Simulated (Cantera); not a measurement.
## Thermodynamics of nitride etching, feed BN + HCl + H2 + O2

Input: 1 mol BN, 45 mol HCl, 34 mol H2, 7.2 mol O2, equilibrated at 10000 Pa.

Equilibrium computed with Cantera from the NASA thermochemical tables; the gas is ideal and each condensed phase is pure. Candidate condensed phases: B, BN, B2O3, B3O3H3, H2O, NH4Cl; 49 gas species. The tables' values for BOCl are old estimates; treat these amounts as uncertain. Gases not in the tables: H3BO3. The numbers say what is thermodynamically allowed, not how fast it happens.

| T (K) | x HCl | x H2 | x H2O | x HBO2 | n B2O3(l) |
|---|---|---|---|---|---|
| 775 | 0.567 | 0.266 | 0.159 | 6.93e-8 | 0.233 |
| 875 | 0.566 | 0.266 | 0.161 | 1.63e-6 | 0.363 |
| 975 | 0.566 | 0.265 | 0.161 | 1.94e-5 | 0.422 |
| 1075 | 0.566 | 0.265 | 0.162 | 0.000143 | 0.447 |
| 1175 | 0.566 | 0.265 | 0.161 | 0.000734 | 0.439 |
| 1275 | 0.565 | 0.265 | 0.160 | 0.00287 | 0.364 |
| 1375 | 0.563 | 0.264 | 0.157 | 0.00901 | 0.123 |
| 1475 | 0.562 | 0.264 | 0.155 | 0.0124 | 0 |
x: gas mole fraction; n: condensed amount in mol.

From 775 K to 1375 K the condensed part is B2O3(l). At 1475 K nothing is condensed. The share of B in condensed phases is highest at 1075 K (89.3 %) and lowest at 1475 K (0.0 %).
